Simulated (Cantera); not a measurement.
Input (Python, Cantera):

```python
import numpy as np
import cantera as ct

gas = ct.Solution("gri30.yaml")
gas.TPX = 550, 150000, {'CH4': 0.6, 'O2': 3.23, 'N2': 12.1}
inlet = ct.Reservoir(gas, clone=True)
gas.equilibrate("HP")  # start burning
reactor = ct.IdealGasConstPressureReactor(gas, energy="on", clone=False)
exhaust = ct.Reservoir(gas, clone=True)
tau = [0.081, 0.035, 0.015, 0.0066, 0.0029, 0.0012, 0.00054, 0.00023, 0.0001, 4.4e-05, 1.9e-05][0]
for a, b in ((inlet, reactor), (reactor, exhaust)):
    ct.MassFlowController(a, b, mdot=lambda t: reactor.mass / tau)
net = ct.ReactorNet([reactor])
show = ['CH4', 'O2', 'O', 'C2H4', 'C2H2', 'C2H6', 'H2O']

rows = []
print(f"{'tau/s':>10s}{'T/K':>9s}" + "".join(f"{s:>11s}" for s in show))
for tau in [0.081, 0.035, 0.015, 0.0066, 0.0029, 0.0012, 0.00054, 0.00023, 0.0001, 4.4e-05, 1.9e-05]:
    net.initial_time = 0.0
    net.advance(30 * tau)
    before = gas.X
    net.advance(40 * tau)
    drift = np.max(np.abs(gas.X - before) / (gas.X + 1e-9))
    rows.append([gas.T, *gas[show].X, drift])
    print(f"{tau:10.3e}{gas.T:9.1f}" + "".join(f"{x:11.3e}" for x in gas[show].X))
```

It prints:

```
     tau/s      T/K        CH4         O2          O       C2H4       C2H2       C2H6        H2O
 8.100e-02   1426.3  4.152e-05  1.276e-01  3.398e-05  6.286e-08  6.715e-09  1.853e-08  7.508e-02
 3.500e-02   1422.1  7.408e-05  1.278e-01  5.707e-05  1.215e-07  9.789e-09  3.965e-08  7.494e-02
 1.500e-02   1414.2  1.364e-04  1.283e-01  9.348e-05  2.343e-07  1.392e-08  8.806e-08  7.469e-02
 6.600e-03   1399.0  2.631e-04  1.292e-01  1.403e-04  4.893e-07  2.101e-08  2.210e-07  7.424e-02
 2.900e-03    550.0  3.766e-02  2.028e-01  6.243e-26 -6.296e-18 -5.381e-20 -5.928e-18 -2.601e-15
 1.200e-03    550.0  3.766e-02  2.028e-01  2.407e-26 -2.433e-21 -2.080e-23 -2.291e-21 -1.005e-18
 5.400e-04    550.0  3.766e-02  2.028e-01  1.040e-26 -1.537e-22 -1.314e-24 -1.447e-22 -6.345e-20
 2.300e-04    550.0  3.766e-02  2.028e-01  3.563e-27 -9.709e-24 -8.297e-26 -9.141e-24 -4.003e-21
 1.000e-04    550.0  3.766e-02  2.028e-01  1.059e-27 -6.133e-25 -5.241e-27 -5.774e-25 -2.519e-22
 4.400e-05    550.0  3.766e-02  2.028e-01  2.764e-28 -3.874e-26 -3.311e-28 -3.647e-26 -1.573e-23
 1.900e-05    550.0  3.766e-02  2.028e-01  6.288e-29 -2.447e-27 -2.091e-29 -2.304e-27 -9.645e-25
```

Model: GRI-Mech 3.0 (53 species, 325 reactions), integrated in Cantera.
